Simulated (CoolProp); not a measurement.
Aqueous magnesium chloride as a coolant, at 29 °C, 1 atm.

Computed with CoolProp (Melinder's fits for secondary coolants).

```json
[
 {"mass %": "2.4", "freezing point (°C)": "___", "conductivity (W/(m K))": "0.607", "density (kg/m³)": "1016", "cp (kJ/(kg K))": "4.049", "viscosity (mPa s)": "___"},
 {"mass %": "5", "freezing point (°C)": "-3.0", "conductivity (W/(m K))": "0.602", "density (kg/m³)": "___", "cp (kJ/(kg K))": "3.904", "viscosity (mPa s)": "0.981"},
 {"mass %": "7.6", "freezing point (°C)": "___", "conductivity (W/(m K))": "0.597", "density (kg/m³)": "1059", "cp (kJ/(kg K))": "3.757", "viscosity (mPa s)": "1.05"},
 {"mass %": "10.2", "freezing point (°C)": "-8.6", "conductivity (W/(m K))": "0.591", "density (kg/m³)": "1082", "cp (kJ/(kg K))": "3.612", "viscosity (mPa s)": "1.18"},
 {"mass %": "12.9", "freezing point (°C)": "-12.9", "conductivity (W/(m K))": "___", "density (kg/m³)": "1106", "cp (kJ/(kg K))": "3.470", "viscosity (mPa s)": "1.37"},
 {"mass %": "15.5", "freezing point (°C)": "-17.8", "conductivity (W/(m K))": "0.576", "density (kg/m³)": "1129", "cp (kJ/(kg K))": "3.341", "viscosity (mPa s)": "1.55"},
 {"mass %": "18.1", "freezing point (°C)": "-23.6", "conductivity (W/(m K))": "0.569", "density (kg/m³)": "1153", "cp (kJ/(kg K))": "3.221", "viscosity (mPa s)": "___"},
 {"mass %": "20.7", "freezing point (°C)": "___", "conductivity (W/(m K))": "0.561", "density (kg/m³)": "1178", "cp (kJ/(kg K))": "3.103", "viscosity (mPa s)": "2.16"},
 {"mass %": "23.3", "freezing point (°C)": "-41.0", "conductivity (W/(m K))": "0.552", "density (kg/m³)": "1205", "cp (kJ/(kg K))": "2.978", "viscosity (mPa s)": "3.85"},
 {"mass %": "25.9", "freezing point (°C)": "-56.2", "conductivity (W/(m K))": "0.541", "density (kg/m³)": "1234", "cp (kJ/(kg K))": "2.830", "viscosity (mPa s)": "15.7"},
 {"mass %": "28.5", "freezing point (°C)": "-80.3", "conductivity (W/(m K))": "0.525", "density (kg/m³)": "1269", "cp (kJ/(kg K))": "2.635", "viscosity (mPa s)": "___"}
]
```

**Question.** Fill in the missing entries.

**Answer.** 
- 2.4, freezing point (°C): -1.4
- 2.4, viscosity (mPa s): 0.940
- 5, density (kg/m³): 1037
- 7.6, freezing point (°C): -5.3
- 12.9, conductivity (W/(m K)): 0.584
- 18.1, viscosity (mPa s): 1.74
- 20.7, freezing point (°C): -30.9
- 28.5, viscosity (mPa s): 305
